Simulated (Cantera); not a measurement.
Cantera run:

```python
import numpy as np
import cantera as ct

gas_names = """
    C2H4 C6H6 H2S
""".split()
cond_names = """
    Ni3S4(s) Ni(cr) Ni(L)
""".split()


def load(file, names, dense=False):
    # The tables refer to 1 bar. Condensed volumes are neglected.
    table = {s.name: s for s in ct.Species.list_from_file(file)}
    out = []
    for n in names:
        d = dict(table[n].input_data)
        d["thermo"] = dict(d["thermo"], **{"reference-pressure": 1e5})
        if dense:
            d["equation-of-state"] = {"model": "constant-volume", "density": "1e6 g/cm^3"}
        out.append(ct.Species.from_dict(d))
    return out


species = {s.name: s for s in load("nasa_gas.yaml", gas_names) + load("nasa_condensed.yaml", cond_names)}
# Each term lists the table entries of one substance; the one whose range holds T is used.
reactions = {
    '12 C2H4(g) + 3 Ni3S4 = 9 Ni + 4 C6H6(g) + 12 H2S(g)':
        [(-12, ['C2H4']), (-3, ['Ni3S4(s)']), (9, ['Ni(cr)', 'Ni(L)']), (4, ['C6H6']), (12, ['H2S'])],
}


def pick(names, T):
    return next(species[n] for n in names if species[n].thermo.min_temp <= T <= species[n].thermo.max_temp)


results = []
for label, terms in reactions.items():
    print(label)
    print("     T/K   dH/kJ  dS/(J/K)   dG/kJ   log10 K")
    for T in [373, 398, 423, 448, 473, 498, 523, 548, 573, 598]:
        used = [(nu, pick(names, T)) for nu, names in terms]
        dH = sum(nu * s.thermo.h(T) for nu, s in used) / 1e6
        dS = sum(nu * s.thermo.s(T) for nu, s in used) / 1e3
        dG = dH - T * dS / 1e3
        logK = -dG * 1e6 / (ct.gas_constant * T * np.log(10))
        results.append((label, T, dH, dS, dG, logK, [s.name for _, s in used]))
        print(f"{T:8g} {dH:8.1f} {dS:8.1f} {dG:8.1f} {logK:8.2f}")
```

Result:

```
12 C2H4(g) + 3 Ni3S4 = 9 Ni + 4 C6H6(g) + 12 H2S(g)
     T/K   dH/kJ  dS/(J/K)   dG/kJ   log10 K
     373    356.3    615.6    126.6   -17.73
     398    355.4    613.3    111.3   -14.60
     423    354.4    610.9     96.0   -11.85
     448    353.3    608.5     80.7    -9.41
     473    352.1    605.9     65.5    -7.24
     498    350.8    603.2     50.4    -5.29
     523    349.4    600.5     35.4    -3.53
     548    348.0    597.8     20.4    -1.95
     573    346.6    595.3      5.5    -0.50
     598    345.3    593.1     -9.4     0.82
```

Cantera with NASA thermochemical tables; ideal gases at 1 bar, condensed phases pure. Condensed species are held in their standard states even where they would react or evaporate.
